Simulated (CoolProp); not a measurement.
Properties of ethylene along the isotherm 26.85 °C.

The numbers come from the reference Helmholtz-energy equation of state, Smukala 2000 in CoolProp.

```tsv
p (kPa)	phase	isothermal compressibility (1/MPa)	expansivity (1/kK)	fugacity coefficient
39.9	gas	25.12	3.356	0.9978
70.9	gas	14.16	3.374	0.9961
126	gas	7.993	3.407	0.9930
224	gas	4.521	3.466	0.9876
399	gas	2.565	3.576	0.9780
709	gas	…	3.787	…
1260	gas	0.8595	4.218	…
2240	gas	0.5238	5.236	0.8785
3990	gas	0.3650	…	0.7863
7090	supercritical	0.4109	48.23	0.6202
12600	supercritical	0.02564	7.806	0.4273
```

Fill in the missing entries.


- 709, isothermal compressibility (1/MPa): 1.471
- 709, fugacity coefficient: 0.9610
- 1260, fugacity coefficient: 0.9311
- 3990, expansivity (1/kK): 8.738
